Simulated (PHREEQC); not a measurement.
**Alkaline etch or developer (model solution)**

Consider water at 25 °C with 180 mmol/kgw NH3, 0.69 mmol/kgw H4SiO4 and 0.48 mmol/kgw K3PO4. Closed to the air; pH follows from the charge balance.

All values are PHREEQC results (ion-association model, phreeqc.dat), not measurements.

Precipitation was switched off in this run.

Problem. Estimate the pH.

Solution. pH 11.22.

Problem. In which forms is N present?

Solution. NH3 99 %, NH4+ 1.1 % of the N.

Species that the database lacks are ignored.
